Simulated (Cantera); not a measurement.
Equilibrium for carbon deposition, reforming and gasification: acetone + O₂ + H₂

A closed system holds: 1 mol acetone, 0.033 mol O₂, 48 mol H₂, at 13300 Pa.

Method: chemical equilibrium by Gibbs-energy minimisation in Cantera with the NASA 1993 tables (ideal gas, pure condensed phases). Candidate condensed phases: C, C₆H₆, C₇H₈, C₈H₁₈, H₂O; 110 gas species. The feed counts by its element totals alone. Equilibrium is a limit: real reactors are often held back by kinetics, nucleation or transport.

From 2173 K to 2573 K the condensed part is C(graphite). From 2673 K to 3073 K nothing is condensed. The main C-bearing gas is CO at 2173 K and C₂H₂ (acetylene) at 3073 K.

```
T (K)   x H₂     x H    x CO  x C₂H₂ (acetylene)     x C₂H      x C₃  n C(graphite)
-----  -----  ------  ------  ------------------  --------  --------  -------------
2173   0.965  0.0130  0.0203             0.00213   9.19e-7   1.04e-8           1.71
2273   0.954  0.0225  0.0202             0.00360   3.57e-6   7.57e-8           1.55
2373   0.937  0.0370  0.0201             0.00576   1.23e-5   4.63e-7           1.32
2473   0.913  0.0583  0.0199             0.00880   3.81e-5   2.44e-6          0.975
2573   0.879  0.0882  0.0196              0.0128  0.000107   1.12e-5          0.502
2673   0.835   0.128  0.0192              0.0167  0.000259   4.16e-5              0
2773   0.784   0.180  0.0186              0.0160  0.000442   9.24e-5              0
2873   0.721   0.244  0.0180              0.0149  0.000717  0.000193              0
2973   0.647   0.320  0.0172              0.0134   0.00110  0.000380              0
3073   0.565   0.404  0.0163              0.0115   0.00157  0.000690              0
```
x: gas mole fraction; n: condensed amount in mol.
